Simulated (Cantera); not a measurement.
Silicon epitaxy and polysilicon growth: SiHCl3 + N2 + Cl2

Charge: 1 mol SiHCl3, 14 mol N2, 0.0074 mol Cl2, held at 1273.15 K and 5400 Pa.

Cantera equilibrium calculation (NASA polynomials, part measured and part estimated; ideal gas, pure solids and liquids). Candidate condensed phases: NH4Cl, Si, Si3N4; 28 gas species. N2 is the only nitrogen source here; it is nearly inert below about 1500 K, so the nitride shown seldom forms there in practice. The tables' values for SiCl3 are old estimates; treat these amounts as uncertain. Kinetics and transport are ignored.

The x(N2) comes out as 0.902. The x(HCl) comes out as 0.0575, the x(SiCl4) is 0.0336 and the x(H2) is 0.00414. The x(SiCl3) is 0.00175. The x(SiCl2) is 0.000600, the x(SiHCl3) is 9.67e-5 and the x(Cl) comes out as 2.34e-6. The n(Si3N4(s)) comes out as 0.151 mol, the gas amount comes out as 15.18 mol and the log10 activity of Si(s) (absent) is -3.54.
